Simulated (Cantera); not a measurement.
A Cantera script and what it prints.

```python
import numpy as np
import cantera as ct

gas_names = """
    AL ALH ALI ALI3 ALN AL2 AL2I6 H HI H2 I I2 N NH NH2 NH3 N2 N2H2 N2H4
""".split()
cond_names = """
    AL(cr) AL(L) ALI3(s) ALI3(L) ALN(s) I2(cr) I2(L)
""".split()


def load(file, names, dense=False):
    # The tables refer to 1 bar. Condensed volumes are neglected.
    table = {s.name: s for s in ct.Species.list_from_file(file)}
    out = []
    for n in names:
        d = dict(table[n].input_data)
        d["thermo"] = dict(d["thermo"], **{"reference-pressure": 1e5})
        if dense:
            d["equation-of-state"] = {"model": "constant-volume", "density": "1e6 g/cm^3"}
        out.append(ct.Species.from_dict(d))
    return out


gas = ct.Solution(thermo="ideal-gas", species=load("nasa_gas.yaml", gas_names))
cond = {s.name: ct.Solution(thermo="fixed-stoichiometry", species=[s], name=s.name)
        for s in load("nasa_condensed.yaml", cond_names, dense=True)}
atoms = {
    'AlI3': {'AL': 1, 'I': 3},
    'NH3': {'N': 1, 'H': 3},
    'N2': {'N': 2},
}
top_T = {'ALN(s)': 2750}  # K; cautious upper limits of use, not melting points


def equilibrate(T, P, feed):
    n = {}
    for name, mol in feed.items():
        for a, k in atoms[name].items():
            n[a] = n.get(a, 0.0) + k * mol
    gas.TPX = T, P, n
    mass = sum(n.values()) * gas.mean_molecular_weight
    gas.equilibrate("TP")
    valid = [c for c in cond.values() if c.min_temp <= T <= top_T.get(c.name, c.max_temp)]
    mix = ct.Mixture([(gas, mass / gas.mean_molecular_weight)] + [(c, 0.0) for c in valid])
    mix.T, mix.P = T, P
    mix.equilibrate("TP", solver="vcs", rtol=1e-11, max_steps=5000)
    return mix


results = []
T = 1900  # K
P = 30  # Pa
for m in [2.4, 3.5, 5.1, 7.3, 11, 15, 22, 32, 46, 66, 96, 140, 200]:
    feed = {'AlI3': 1, 'NH3': m, 'N2': 1.7}  # mol
    mix = equilibrate(T, P, feed)
    results.append((T, P, feed, dict(zip(mix.species_names, mix.species_moles))))

top = {s: max(r[3][s] / sum(r[3][g] for g in gas_names) for r in results) for s in gas_names}
cols = sorted((s for s in top if top[s] > 0.0001), key=lambda s: -top[s])[:5]
seen = [c for c in cond_names if any(r[3].get(c, 0) > 1e-12 for r in results)]
print("log10 of partial pressures in bar; condensed amounts in mol")
print(f"{'n(NH3)':>10s}" + "".join(f"{s[:9]:>10s}" for s in cols + seen))
for T, P, feed, n in results:
    ng = sum(n[g] for g in gas_names)
    print(f"{feed['NH3']:10.4g}" + "".join(f"{np.log10(max(n[s] / ng * P / 1e5, 1e-99)):10.3f}" for s in cols)
          + "".join(f"{n.get(c, 0):10.4g}" for c in seen))
```

It prints:

```
log10 of partial pressures in bar; condensed amounts in mol
    n(NH3)        H2        N2         I       ALI         H
       2.4    -3.976    -4.053    -4.177    -4.609    -5.089
       3.5    -3.901    -4.068    -4.262    -4.717    -5.051
       5.1    -3.842    -4.082    -4.359    -4.846    -5.021
       7.3    -3.797    -4.094    -4.462    -4.988    -4.999
        11    -3.759    -4.106    -4.590    -5.173    -4.980
        15    -3.737    -4.113    -4.693    -5.329    -4.969
        22    -3.717    -4.119    -4.827    -5.540    -4.959
        32    -3.703    -4.124    -4.962    -5.764    -4.952
        46    -3.693    -4.127    -5.098    -5.998    -4.947
        66    -3.686    -4.129    -5.237    -6.245    -4.943
        96    -3.680    -4.130    -5.385    -6.516    -4.941
       140    -3.676    -4.131    -5.538    -6.802    -4.939
       200    -3.674    -4.132    -5.684    -7.081    -4.937
```

Equilibrium computed with Cantera from the NASA thermochemical tables; the gas is ideal and each condensed phase is pure.
